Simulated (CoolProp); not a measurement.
Cyclohexane along the isobar 5530 kPa: density (kg/m³) from the reference equation and from simpler models built on Tc = 280.5 °C, pc = 4081 kPa, ω = 0.209; each cubic takes its own stable root.

Model: reference Helmholtz-energy equation of state, Zhou 2014, in CoolProp.

| T (°C) | phase | reference | Redlich-Kwong | Soave-Redlich-Kwong | Peng-Robinson |
|---|---|---|---|---|---|
| 204.35 | liquid | 590.1 | 523.9 | 539.9 | 609.5 |
| 213.05 | liquid | 578.0 | 510.7 | 526.0 | 593.4 |
| 221.65 | liquid | 565.3 | … | 511.4 | 576.5 |
| 230.35 | liquid | 551.7 | 482.2 | 495.6 | 558.2 |
| 239.05 | liquid | 537.1 | 466.6 | 478.7 | 538.5 |
| 247.65 | liquid | … | … | 460.7 | 517.3 |
| 256.35 | liquid | 503.8 | 432.1 | 440.7 | 493.8 |
| 265.05 | liquid | … | 412.4 | 418.6 | 467.7 |
| 273.65 | liquid | 461.5 | 390.8 | 394.0 | 438.4 |
| 282.35 | supercritical | 433.6 | … | 365.1 | … |
| 291.05 | supercritical | 396.6 | 337.3 | … | 362.1 |
| 299.75 | supercritical | 341.0 | 302.3 | 286.4 | 310.0 |

Some entries are withheld; supply them.


- 221.65, Redlich-Kwong: 496.9
- 247.65, reference: 521.4
- 247.65, Redlich-Kwong: 450.1
- 265.05, reference: 484.1
- 282.35, Redlich-Kwong: 366.1
- 282.35, Peng-Robinson: 403.9
- 291.05, Soave-Redlich-Kwong: 330.2
